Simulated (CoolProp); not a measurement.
Properties of methanol along the isotherm 163.05 °C.

The numbers come from the reference Helmholtz-energy equation of state, de Reuck 1993 in CoolProp.

```
p (MPa)   phase        Z  fugacity coefficient
-------  ------  -------  --------------------
0.13        gas   0.9894                0.9896
0.246       gas   0.9796                0.9802
0.467       gas   0.9599                   [?]
0.885       gas   0.9171                0.9268
1.68        gas      [?]                   [?]
3.18     liquid  0.04462                0.5016
6.03     liquid  0.08348                0.2753
11.4     liquid   0.1545                   [?]
21.7     liquid      [?]                   [?]
41.1     liquid      [?]               0.06398
```

### Question
Fill in the missing entries.

### Answer

- 0.467, fugacity coefficient: 0.9621
- 1.68, Z: 0.7989
- 1.68, fugacity coefficient: 0.8525
- 11.4, fugacity coefficient: 0.1567
- 21.7, Z: 0.2851
- 21.7, fugacity coefficient: 0.09444
- 41.1, Z: 0.5177
